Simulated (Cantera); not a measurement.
An isothermal, constant-pressure homogeneous reactor starts with CH4 : N2 = 1 : 4.9 (molar parts), at 1000 K and 1400 Pa. Integrator tolerance rtol = 1e-08.

Computed with Cantera and GRI-Mech 3.0 (53 species, 325 reactions). GRI-Mech 3.0 stops at C3 and has no aromatics, soot or wall deposition, so with more carbon than oxygen in the feed, carbon stays in small species such as C2H2 where larger ones or solid carbon would form. Radical loss at walls, strong at low pressure, is not modelled.

### Question
What does this change do: temperature 1000 to 1850 K?

### Answer
```tsv
quantity	before	after
x(CH4) at 6.00 s	0.169 (gas-phase equilibrium 0.100)	2.63e-5 (gas-phase equilibrium 9.57e-6)
x(C2H) at 6.00 s	<1e-12 (gas-phase equilibrium <1e-12)	7.66e-6 (gas-phase equilibrium 3.03e-6)
x(HCN) at 6.00 s	<1e-12 (gas-phase equilibrium 0.0239)	8.37e-5 (gas-phase equilibrium 0.0875)
x(C2H6) at 6.00 s	1.89e-12 (gas-phase equilibrium 2.12e-5)	2.68e-11 (gas-phase equilibrium 4.36e-12)
x(C2H2) at 6.00 s	<1e-12 (gas-phase equilibrium 0.0113)	0.0723 (gas-phase equilibrium 0.0286)
```
